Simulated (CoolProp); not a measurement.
Vapour-liquid equilibrium of hydrogen sulfide (1) + n-pentane (2) at 234.1 K; x and y are mole fractions of (1).

The numbers come from the multi-fluid Helmholtz-energy mixture model, Lemmon 2006 and Thol 2019; pair parameters Kunz 2012 in CoolProp.

Q: Give the bubble pressure and the first vapour's composition at x = 0.05, 0.2, 0.95. Is there an azeotrope?

A: x = 0.05: 25.25 kPa, y = 0.890; x = 0.2: 104.7 kPa, y = 0.977; x = 0.95: 254.4 kPa, y = 0.998. No azeotrope shows between x = 0.05 and 0.95.

Pair parameters are fitted to limited data, so mixtures are less certain than the pure fluids. With so large a gap from Raoult's law the liquid may split in two, which this calculation doesn't test in full.
